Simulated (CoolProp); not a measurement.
n-perfluoropentane at 340.2 K and 4.6 MPa is throttled through a valve to 0.143 MPa with no heat exchange. Each further row changes one setting.

Values from CoolProp's reference Helmholtz-energy equation of state, Gao 2022.

```
case                        temperature change (K)                       final phase  final density (kg/m³)
--------------------------  ----------------------  --------------------------------  ---------------------
as stated                                    -28.0                               [?]                    [?]
outlet pressure 0.0429 MPa                   -59.2  two-phase, vapour fraction 0.661                   8.23
outlet pressure 0.186 MPa                      [?]                               [?]                   79.7
```

**Question.** Complete the blanks.

**Answer.** 
- as stated, final phase: two-phase, vapour fraction 0.357
- as stated, final density (kg/m³): 46.9
- outlet pressure 0.186 MPa, temperature change (K): -20.0
- outlet pressure 0.186 MPa, final phase: two-phase, vapour fraction 0.266
